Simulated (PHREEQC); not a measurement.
Make-up at 25 °C: 0.26 mol NaH2PO4 and 0.0013 mol CsBr per kg of water. Closed to the air; pH follows from the charge balance.

All values are PHREEQC results (ion-association model, wateq4f.dat), not measurements.

* **pH**: 4.37
* **ionic strength**: 0.262 mol/kgw
* **activity of water**: 0.991

| species | molality | activity | log γ |
|---|---|---|---|
| Na+ | 0.260 | 0.190 | -0.136 |
| H2PO4- | 0.258 | 0.188 | -0.137 |
| Br- | 0.00130 | 0.000958 | -0.133 |
| Cs+ | 0.00130 | 0.000958 | -0.133 |
| H3PO4 | 0.00110 | 0.00117 | 0.026 |
| HPO4-2 | 0.00102 | 0.000276 | -0.567 |
| NaHPO4- | 0.000140 | 0.000102 | -0.137 |
| H+ | 5.38e-5 | 4.24e-5 | -0.104 |

This is a speciation only: nothing precipitates in the calculation. H3PO4, which wateq4f.dat lacks, is added to it with the constant of phreeqc.dat.
